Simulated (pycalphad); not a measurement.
An equivalent pycalphad script:

```python
from pycalphad import Database, equilibrium, calculate, variables as v
import numpy as np
db = Database('COST507.tdb')
comps = ['AL', 'SI', 'C', 'VA']
phases = ['AL4C3', 'AL4SIC4', 'AL8SIC7', 'CSI', 'DIAMOND_A4', 'FCC_A1', 'GRAPHITE', 'LIQUID']
eq = equilibrium(db, comps, phases, {v.X('SI'): 0.0033, v.X('C'): 0.0113, v.T: np.arange(1850, 499, -50), v.P: 101325, v.N: 1}, output=['HM', 'SM'])
```

Computed with pycalphad from the COST 507 light-alloy database (1999), at 1 atm. The data set is of 1999 and partly superseded. Amounts are mole fractions of atoms. Kinetics are ignored, which matters at the lower temperatures.

Results at three of the temperatures:

```
T = 1650.00 K, P = 101325 Pa, N = 1 mol of atoms
G = -96065 J/mol, H = 50515 J/mol, S = 88.84 J/(mol K)  (SER reference)
chemical potentials (J/mol): Al -96185, Si -155222, C -68270
phase             fraction      x(Al)      x(Si)       x(C)
LIQUID              0.9753     0.9959     0.0034   0.000752
AL4C3               0.0247     0.5713   0.000147     0.4286
```

```
T = 1250.00 K, P = 101325 Pa, N = 1 mol of atoms
G = -62240 J/mol, H = 37696 J/mol, S = 79.95 J/(mol K)  (SER reference)
chemical potentials (J/mol): Al -62035, Si -101419, C -68707
phase             fraction      x(Al)      x(Si)       x(C)
LIQUID              0.9736     0.9966     0.0034   2.21e-06
AL4C3               0.0264     0.5713   0.000112     0.4286
```

```
T = 600.00 K, P = 101325 Pa, N = 1 mol of atoms
G = -20577 J/mol, H = 7064 J/mol, S = 46.07 J/(mol K)  (SER reference)
chemical potentials (J/mol): Al -19995, Si -13847, C -73302
phase             fraction      x(Al)      x(Si)       x(C)
FCC_A1              0.9734     0.9991   0.000894      1e-14
AL8SIC7             0.0258     0.5000     0.0625     0.4375
DIAMOND_A4          0.0008   1.14e-09     1.0000      1e-14
```

Changes of the phase set, refined by bisection:

```csv
T (K),phases above,phases below
931.4,AL4C3 + liquid,AL4C3 + fcc + liquid
927.8,AL4C3 + fcc + liquid,AL8SIC7 + fcc + liquid
923.2,AL8SIC7 + fcc + liquid,AL8SIC7 + fcc
644.4,AL8SIC7 + fcc,AL8SIC7 + diamond (Si) + fcc
```

Database names, with the compositions (at.%) that they take in these runs: AL4C3: Al 57 C 43; AL8SIC7: Al 50 C 44 Si 6. FCC_A1 is fcc; DIAMOND_A4 is diamond (Si).
